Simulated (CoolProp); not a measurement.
Carbon monoxide along the isobar 1.71 MPa: fugacity coefficient from the reference equation and from simpler models built on Tc = -140.3 °C, pc = 3.498 MPa, ω = 0.050; each cubic takes its own stable root.

The numbers come from the reference Helmholtz-energy equation of state, Lemmon 2006 in CoolProp. It is a short technical equation, of lower accuracy than the large ones.

```csv
T (°C),phase,reference
-177.75,liquid,0.2151
-139.15,gas,0.8445
-100.65,gas,0.9286
-62.05,gas,0.9646
-23.45,gas,0.9827
15.05,gas,0.9926
53.65,gas,0.9984
92.15,gas,1.002
```

Problem. How far does each simpler model (Redlich-Kwong, Soave-Redlich-Kwong) lie from the reference over these 8 states: mean and median of the absolute difference, and the worst?

Solution. 
- Redlich-Kwong: mean 0.3 %, median 0.3 %, worst -0.5 % at -177.75 °C and 1.71 MPa
- Soave-Redlich-Kwong: mean 0.3 %, median 0.3 %, worst +0.5 % at -177.75 °C and 1.71 MPa
